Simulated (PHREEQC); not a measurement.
Dissolve 0.021 mol/kgw Li2CO3 at 25 °C. Closed to the air; pH follows from the charge balance.

The numbers come from PHREEQC with the ion-association model, phreeqc.dat.

```tsv
quantity	before	after
pH	11.12	10.69
ionic strength (mol/kgw)	0.0613	0.00576
```

### Question
What was changed between the two runs?
A. Li2CO3 from 0.021 to 0.0105 mol/kgw
B. Li2CO3 from 0.021 to 0.0315 mol/kgw
C. diluted 10-fold with water
D. Li2CO3 from 0.021 to 0.0189 mol/kgw
E. Li2CO3 replaced by LiBr at the same molality

### Answer
C, diluted 10-fold with water

No solid was allowed to form.
